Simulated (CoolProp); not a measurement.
Aqueous methanol as a coolant, 40 % by mass, freezing at -38.7 °C, 1 atm.

Values from CoolProp's Melinder's fits for secondary coolants.

```json
[
 {"T (°C)": "-26.6", "viscosity (mPa s)": "12.7", "Prandtl number": "117", "conductivity (W/(m K))": "(withheld)", "cp (kJ/(kg K))": "3.359"},
 {"T (°C)": "-17.5", "viscosity (mPa s)": "7.85", "Prandtl number": "74.2", "conductivity (W/(m K))": "0.368", "cp (kJ/(kg K))": "3.477"},
 {"T (°C)": "-8.4", "viscosity (mPa s)": "5.14", "Prandtl number": "49.5", "conductivity (W/(m K))": "0.372", "cp (kJ/(kg K))": "3.584"},
 {"T (°C)": "0.8", "viscosity (mPa s)": "3.53", "Prandtl number": "34.5", "conductivity (W/(m K))": "0.376", "cp (kJ/(kg K))": "3.679"},
 {"T (°C)": "9.9", "viscosity (mPa s)": "2.54", "Prandtl number": "25.1", "conductivity (W/(m K))": "(withheld)", "cp (kJ/(kg K))": "3.757"},
 {"T (°C)": "19", "viscosity (mPa s)": "1.89", "Prandtl number": "18.8", "conductivity (W/(m K))": "0.385", "cp (kJ/(kg K))": "3.817"},
 {"T (°C)": "28.1", "viscosity (mPa s)": "(withheld)", "Prandtl number": "14.4", "conductivity (W/(m K))": "0.390", "cp (kJ/(kg K))": "3.856"},
 {"T (°C)": "37.2", "viscosity (mPa s)": "1.15", "Prandtl number": "11.2", "conductivity (W/(m K))": "(withheld)", "cp (kJ/(kg K))": "(withheld)"}
]
```

**Question.** Some entries are withheld; supply them.

**Answer.** 
- -26.6, conductivity (W/(m K)): 0.364
- 9.9, conductivity (W/(m K)): 0.381
- 28.1, viscosity (mPa s): 1.46
- 37.2, conductivity (W/(m K)): 0.395
- 37.2, cp (kJ/(kg K)): 3.873
